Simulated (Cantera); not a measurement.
Adiabatic ignition

An adiabatic, constant-volume homogeneous reactor starts with 5.54 % CO, 3.77 % H2, 4.38 % CH4, 18.1 % O2, 68.2 % N2, equivalence ratio 0.74, at 1523 K and 0.395 atm.

Computed with Cantera and GRI-Mech 3.0 (53 species, 325 reactions).

| t (s) | T (K) | P (bar) | x CO | x H2 | x CH4 | x HCN | x CH2 | x O2 |
|---|---|---|---|---|---|---|---|---|
| 6.00e-6 | 1523 | 0.400 | 0.0554 | 0.0377 | 0.0438 | <1e-12 | <1e-12 | 0.181 |
| 1.38e-5 | 1523 | 0.400 | 0.0554 | 0.0377 | 0.0438 | <1e-12 | 1.91e-12 | 0.181 |
| 3.17e-5 | 1523 | 0.400 | 0.0554 | 0.0377 | 0.0438 | <1e-12 | 2.30e-11 | 0.181 |
| 7.29e-5 | 1523 | 0.400 | 0.0554 | 0.0377 | 0.0437 | <1e-12 | 1.07e-9 | 0.181 |
| 0.000167 | 1536 | 0.404 | 0.0557 | 0.0369 | 0.0407 | 1.77e-10 | 1.28e-6 | 0.179 |
| 0.000385 | 2506 | 0.665 | 0.0449 | 0.0123 | <1e-12 | 1.63e-11 | <1e-12 | 0.0627 |
| 0.000885 | 2739 | 0.716 | 0.0380 | 0.00910 | <1e-12 | 1.29e-10 | <1e-12 | 0.0590 |
| 0.00203 | 2744 | 0.716 | 0.0374 | 0.00895 | <1e-12 | 2.46e-10 | <1e-12 | 0.0563 |
| 0.00468 | 2738 | 0.714 | 0.0373 | 0.00896 | <1e-12 | 3.46e-10 | <1e-12 | 0.0539 |
| 0.0107 | 2736 | 0.714 | 0.0373 | 0.00896 | <1e-12 | 3.74e-10 | <1e-12 | 0.0532 |
| 0.0247 | 2736 | 0.714 | 0.0373 | 0.00896 | <1e-12 | 3.75e-10 | <1e-12 | 0.0532 |
| 0.0568 | 2736 | 0.714 | 0.0373 | 0.00896 | <1e-12 | 3.75e-10 | <1e-12 | 0.0532 |
| 0.131 | 2736 | 0.714 | 0.0373 | 0.00896 | <1e-12 | 3.75e-10 | <1e-12 | 0.0532 |
| 0.300 | 2736 | 0.714 | 0.0373 | 0.00896 | <1e-12 | 3.75e-10 | <1e-12 | 0.0532 |
x: mole fraction; the columns are a selection and need not sum to one.

The time of steepest temperature rise comes out as 0.226 ms and the temperature at 0.300 s is 2736 K. The equilibrium temperature is 2736 K and the x(CO) at 0.300 s is 0.0373 (gas-phase equilibrium 0.0373). The x(H2) at 0.300 s is 0.00896 (gas-phase equilibrium 0.00896) and the x(CH4) at 0.300 s comes out as <1e-12 (gas-phase equilibrium <1e-12).
